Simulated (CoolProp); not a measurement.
Properties of R123 along the isobar 3.83 MPa.

Computed with CoolProp (reference Helmholtz-energy equation of state, Younglove 1994). It is a modified Benedict-Webb-Rubin equation, recast in Helmholtz form.

```csv
T (°C),phase,density (kg/m³),cp (kJ/(kg K)),speed of sound (m/s),expansivity (1/kK),viscosity (µPa s)
-30.55,liquid,1605,___,936.6,1.403,891
-7.15,liquid,1551,0.9775,___,1.498,646
16.25,liquid,1496,___,756.1,1.616,485
39.65,liquid,1438,1.029,671.4,___,373
63.05,liquid,1377,___,589.8,1.967,___
86.45,liquid,1311,1.091,509.9,2.251,231
109.85,liquid,1237,1.136,430.2,2.695,184
133.25,liquid,1152,1.205,348.1,3.492,145
156.65,liquid,1043,1.344,258.5,5.372,112
180.05,liquid,845.8,___,140.3,18.37,75.3
203.45,supercritical,258.0,1.481,106.4,13.68,23.1
226.85,supercritical,206.4,1.158,125.3,7.063,___
```

**Question.** Fill in the missing entries.

**Answer.** 
- -30.55, cp (kJ/(kg K)): 0.9538
- -7.15, speed of sound (m/s): 844.5
- 16.25, cp (kJ/(kg K)): 1.003
- 39.65, expansivity (1/kK): 1.766
- 63.05, cp (kJ/(kg K)): 1.057
- 63.05, viscosity (µPa s): 292
- 180.05, cp (kJ/(kg K)): 2.126
- 226.85, viscosity (µPa s): 21.8

Viscosity comes from a separate model (Tanaka 1996).
